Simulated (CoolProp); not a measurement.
Isobutene along the isotherm 403.3 K: density (kg/m³) from the reference equation and from simpler models built on Tc = 418.1 K, pc = 40.16 bar, ω = 0.193; each cubic takes its own stable root.

Values from CoolProp's reference Helmholtz-energy equation of state, Lemmon 2005. It is a short technical equation, of lower accuracy than the large ones.

```json
[
 {"p (bar)": "1.43", "phase": "gas", "reference": "2.427"},
 {"p (bar)": "2.87", "phase": "gas", "reference": "4.943"},
 {"p (bar)": "4.3", "phase": "gas", "reference": "7.519"},
 {"p (bar)": "5.74", "phase": "gas", "reference": "10.20"},
 {"p (bar)": "7.17", "phase": "gas", "reference": "12.95"},
 {"p (bar)": "8.61", "phase": "gas", "reference": "15.82"},
 {"p (bar)": "10", "phase": "gas", "reference": "18.70"},
 {"p (bar)": "11.5", "phase": "gas", "reference": "21.94"},
 {"p (bar)": "12.9", "phase": "gas", "reference": "25.09"},
 {"p (bar)": "14.3", "phase": "gas", "reference": "28.39"},
 {"p (bar)": "15.8", "phase": "gas", "reference": "32.11"},
 {"p (bar)": "17.2", "phase": "gas", "reference": "35.77"},
 {"p (bar)": "18.6", "phase": "gas", "reference": "39.65"},
 {"p (bar)": "20.1", "phase": "gas", "reference": "44.08"}
]
```

Problem. How far does each simpler model (ideal gas, Redlich-Kwong, Soave-Redlich-Kwong, Peng-Robinson) lie from the reference over these 14 states: mean and median of the absolute difference, and the worst?

Solution. 
- ideal gas: mean 11.8 %, median 11.4 %, worst -23.7 % at 403.3 K and 20.1 bar
- Redlich-Kwong: mean 0.7 %, median 0.6 %, worst -1.7 % at 403.3 K and 20.1 bar
- Soave-Redlich-Kwong: mean 0.5 %, median 0.4 %, worst -1.3 % at 403.3 K and 20.1 bar
- Peng-Robinson: mean 0.7 %, median 0.8 %, worst +1.2 % at 403.3 K and 20.1 bar
